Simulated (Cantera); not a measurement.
Cantera run, input and output.

```python
import numpy as np
import cantera as ct

gas = ct.Solution("gri30.yaml")


def delay(T, t_max=10):
    gas.TPX = T, 1000000, {'H2': 1, 'O2': 1.16, 'N2': 7.79}
    reactor = ct.IdealGasConstPressureReactor(gas, clone=False)
    net = ct.ReactorNet([reactor])
    net.rtol, net.atol = 1e-8, 1e-16
    while net.time < t_max:
        t_old, T_old = net.time, reactor.T
        net.step()
        if reactor.T > T + 400:  # ignition: a rise of 400 K
            return t_old + (T + 400 - T_old) / (reactor.T - T_old) * (net.time - t_old)
    return np.nan


taus = []
for T in [975, 1050, 1125, 1200, 1275, 1350, 1425, 1500]:
    taus.append(delay(T))
    print(f"T0 = {T:6g} K   tau = {taus[-1]:.4e} s")
```

Result:

```
T0 =    975 K   tau = 3.3744e-02 s
T0 =   1050 K   tau = 5.5391e-03 s
T0 =   1125 K   tau = 9.2980e-04 s
T0 =   1200 K   tau = 9.7238e-05 s
T0 =   1275 K   tau = 1.1732e-05 s
T0 =   1350 K   tau = 5.8779e-06 s
T0 =   1425 K   tau = 3.9409e-06 s
T0 =   1500 K   tau = 3.0102e-06 s
```

Computed with Cantera and GRI-Mech 3.0 (53 species, 325 reactions). The hydrogen kinetics of GRI-Mech 3.0 are dated; newer H2 mechanisms differ, most at raised pressure.
